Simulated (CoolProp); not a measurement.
Properties of sulfur dioxide along the isotherm 30.35 °C.

The numbers come from the reference Helmholtz-energy equation of state, Gao 2016 in CoolProp.

```tsv
p (MPa)	phase	density (kg/m³)	Joule-Thomson coefficient (K/MPa)	isothermal compressibility (1/MPa)
0.739	liquid	1352	-0.1843	0.001750
1.48	liquid	1354	-0.1873	0.001726
2.22	liquid	1356	-0.1903	0.001702
2.96	liquid	1357	-0.1931	0.001679
3.7	liquid	1359	-0.1959	0.001657
4.44	liquid	1361	-0.1986	0.001636
5.18	liquid	1362	-0.2012	0.001615
5.91	liquid	1364	-0.2037	0.001595
6.65	liquid	1366	-0.2062	0.001575
7.39	liquid	1367	-0.2087	0.001556
8.13	liquid	1369	-0.2110	0.001538
8.87	liquid	1370	-0.2134	0.001520
9.61	liquid	1372	-0.2156	0.001503
10.4	liquid	1373	-0.2180	0.001485
11.1	liquid	1375	-0.2200	0.001469
11.8	liquid	1376	-0.2220	0.001454
```
